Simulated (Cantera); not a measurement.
A freely propagating, adiabatic, planar premixed flame of CH4 : O2 : N2 = 1 : 1.67 : 6.27 (molar parts), unburnt at 575 K and 760 Torr; mixture-averaged transport, grid criteria slope 0.08 and curve 0.16, no radiation.

Detailed kinetics in Cantera: GRI-Mech 3.0 (53 species, 325 reactions). Burning velocities carry a grid error of a few per cent, more on coarse grids.

x: mole fraction of selected species; z is measured from the peak of heat release.

```csv
z (mm),T (K),u (m/s),x CH4,x O2,x N2O,x C2H2,x HCN,x NO
-1.02,575,1.11,0.112,0.186,<1e-8,<1e-8,<1e-8,<1e-8
-0.680,577,1.12,0.111,0.186,<1e-8,9.53e-8,<1e-8,<1e-8
-0.510,588,1.14,0.110,0.184,<1e-8,7.40e-7,1.77e-8,?
-0.340,663,1.30,0.104,0.178,<1e-8,8.84e-6,2.18e-7,?
-0.170,1099,2.20,0.0717,0.141,<1e-8,0.000110,2.65e-6,?
-0.0850,1514,3.07,0.0385,0.0969,1.81e-8,0.000309,6.75e-6,?
0,1882,3.85,0.00971,0.0488,3.31e-8,0.000532,1.38e-5,?
0.0850,2045,4.19,0.000954,0.0207,4.29e-8,0.000179,1.51e-5,?
0.170,2087,4.26,5.34e-5,0.0105,4.69e-8,1.63e-5,8.77e-6,?
0.340,2118,4.31,1.52e-7,0.00590,4.50e-8,7.23e-8,2.02e-6,?
0.680,2155,4.37,<1e-8,0.00443,4.18e-8,<1e-8,1.58e-7,?
1.36,2200,4.45,<1e-8,0.00323,3.95e-8,<1e-8,<1e-8,?
2.72,2247,4.53,<1e-8,0.00201,3.65e-8,<1e-8,<1e-8,?
```

**Question.** Complete the blanks.

**Answer.** 
- -0.510, x NO: 5.08e-8
- -0.340, x NO: 4.91e-7
- -0.170, x NO: 5.00e-6
- -0.0850, x NO: 1.15e-5
- 0, x NO: 2.30e-5
- 0.0850, x NO: 3.93e-5
- 0.170, x NO: 5.22e-5
- 0.340, x NO: 6.31e-5
- 0.680, x NO: 7.00e-5
- 1.36, x NO: 7.81e-5
- 2.72, x NO: 8.98e-5
